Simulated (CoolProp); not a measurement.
Carbonyl sulfide along the isobar 2710 kPa: density (kg/m³) from the reference equation and from simpler models built on Tc = 105.6 °C, pc = 6369 kPa, ω = 0.098; each cubic takes its own stable root.

Computed with CoolProp (reference Helmholtz-energy equation of state, Lemmon 2006). It is a short technical equation, of lower accuracy than the large ones.

| T (°C) | phase | reference | van der Waals | Redlich-Kwong | Soave-Redlich-Kwong | Peng-Robinson |
|---|---|---|---|---|---|---|
| -67.25 | liquid | 1214 | 782.0 | 1154 | 1154 | 1300 |
| -53.55 | liquid | 1185 | 765.1 | 1125 | 1127 | 1271 |
| -39.85 | liquid | 1156 | 747.2 | 1094 | 1099 | 1240 |
| -26.15 | liquid | 1126 | 728.1 | 1061 | 1067 | 1206 |
| -12.45 | liquid | 1094 | 707.5 | 1026 | 1034 | 1169 |
| 1.15 | liquid | 1061 | 685.2 | 987.4 | 997.2 | 1129 |
| 14.85 | liquid | 1025 | 660.2 | 945.3 | 956.5 | 1083 |
| 28.55 | liquid | 985.6 | 631.7 | 898.3 | 910.8 | 1032 |
| 42.25 | liquid | 941.4 | 83.12 | 844.5 | 858.3 | 972.7 |
| 55.95 | liquid | 889.6 | 76.24 | 82.01 | 795.2 | 901.0 |
| 69.65 | gas | 75.34 | 70.78 | 74.46 | 74.89 | 76.57 |
| 83.35 | gas | 69.07 | 66.28 | 68.74 | 68.94 | 70.38 |
| 97.05 | gas | 64.22 | 62.46 | 64.15 | 64.21 | 65.46 |
| 110.75 | gas | 60.27 | 59.16 | 60.32 | 60.29 | 61.40 |
| 124.45 | gas | 56.93 | 56.26 | 57.06 | 56.97 | 57.95 |
| 138.15 | gas | 54.06 | 53.68 | 54.23 | 54.08 | 54.97 |

At some of these states van der Waals, Redlich-Kwong gives the other phase, because its saturation line lies elsewhere.
